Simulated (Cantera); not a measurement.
A Cantera script and what it prints.

```python
import numpy as np
import cantera as ct

gas_names = """
    N NO NO2 NO3 N2 N2O O O2 O3 Si SiN SiO SiO2 Si2 Si2N Si3
""".split()
cond_names = """
    Si(cr) Si(L) SiO2(Lqz) SiO2(hqz) SiO2(L) Si2N2O(s) Si3N4(a)
""".split()


# ... load() reads the species with a 1 bar reference pressure and builds the phases ...
atoms = {
    'Si': {'Si': 1},
    'O2': {'O': 2},
    'N2': {'N': 2},
}
top_T = {'Si2N2O(s)': 2100, 'Si3N4(a)': 2400}  # K; cautious upper limits of use, not melting points


# ... equilibrate(T, P, feed) seeds the gas with the atoms and calls Mixture.equilibrate('TP', solver="vcs", rtol=1e-11, max_steps=5000) ...
results = []
feed = {'Si': 1, 'O2': 0.0023, 'N2': 120}  # mol
P = 21000  # Pa
for T in [925, 1125, 1325, 1525, 1725, 1925, 2125]:
    mix = equilibrate(T, P, feed)
    results.append((T, P, feed, dict(zip(mix.species_names, mix.species_moles))))

top = {s: max(r[3][s] / sum(r[3][g] for g in gas_names) for r in results) for s in gas_names}
cols = sorted((s for s in top if top[s] > 1e-05), key=lambda s: -top[s])[:8]
seen = [c for c in cond_names if any(r[3].get(c, 0) > 1e-12 for r in results)]
print("log10 of partial pressures in bar; condensed amounts in mol")
print(f"{'T/K':>10s}" + "".join(f"{s[:9]:>10s}" for s in cols + seen))
for T, P, feed, n in results:
    ng = sum(n[g] for g in gas_names)
    print(f"{T:10.4g}" + "".join(f"{np.log10(max(n[s] / ng * P / 1e5, 1e-99)):10.3f}" for s in cols)
          + "".join(f"{n.get(c, 0):10.4g}" for c in seen))
```

Output:

```
log10 of partial pressures in bar; condensed amounts in mol
       T/K        N2        Si      Si2N       SiN       SiO       Si2     Si(L) Si2N2O(s)  Si3N4(a)
       925    -0.678   -25.442   -32.081   -23.949   -19.914   -39.056         0    0.0046    0.3303
      1125    -0.678   -18.452   -23.149   -17.757   -14.026   -28.206         0    0.0046    0.3303
      1325    -0.678   -13.589   -16.943   -13.452    -9.942   -20.661         0    0.0046    0.3303
      1525    -0.678   -10.015   -12.392   -10.291    -6.949   -15.123         0  0.004536    0.3303
      1725    -0.678    -7.282    -8.919    -7.874    -5.092   -10.892         0         0    0.3318
      1925    -0.678    -5.127    -6.187    -5.969    -5.092    -7.560         0         0    0.3299
      2125    -0.678    -3.760    -4.736    -4.806    -5.095    -5.622    0.8626         0         0
```

These are equilibrium values from Cantera (NASA tables, ideal gas, pure condensed phases), not measurements of a reactor. N2 is the only nitrogen source here; it is nearly inert below about 1500 K, so the nitride shown seldom forms there in practice. Mutual solubility and eutectic melting of coexisting phases are not modelled. The tables' values for SiN are old estimates; treat these amounts as uncertain.
